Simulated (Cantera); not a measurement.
Gas mixture: CH3OH : CH4 : N2 = 0.44 : 0.93 : 0.088 (molar parts), at 500000 Pa, frozen composition.

Cantera's kinetic-theory transport with the Lennard-Jones parameters of GRI-Mech 3.0, ideal gas; thermal conductivity in the mixture-averaged form. Polar gases are described roughly by these parameters.

D: mixture-averaged diffusion coefficient of that species in the mixture.

| T (K) | ρ (kg/m³) | cp (J/kg/K) | μ (µPa s) | λ (mW/m/K) | Pr | D (cm²/s) N2 | D (cm²/s) NH3 | D (cm²/s) C2H2 |
|---|---|---|---|---|---|---|---|---|
| 400 | 3.25 | 1998 | 14.5 | 41.3 | 0.699 | 0.0669 | (withheld) | 0.0530 |
| 500 | 2.60 | 2288 | 17.5 | 56.8 | 0.705 | 0.0994 | (withheld) | 0.0799 |
| 600 | 2.16 | 2583 | 20.3 | 73.7 | 0.713 | 0.137 | (withheld) | 0.111 |
| 700 | 1.86 | 2854 | 23.0 | 91.3 | 0.719 | 0.178 | (withheld) | 0.146 |
| 800 | 1.62 | 3094 | 25.5 | 109 | 0.722 | 0.224 | (withheld) | 0.184 |
| 900 | 1.44 | 3307 | 27.9 | 127 | 0.725 | 0.274 | (withheld) | 0.226 |

**Question.** Fill in the missing entries.

**Answer.** 
- 400, D (cm²/s) NH3: 0.0686
- 500, D (cm²/s) NH3: 0.106
- 600, D (cm²/s) NH3: 0.149
- 700, D (cm²/s) NH3: 0.198
- 800, D (cm²/s) NH3: 0.253
- 900, D (cm²/s) NH3: 0.313
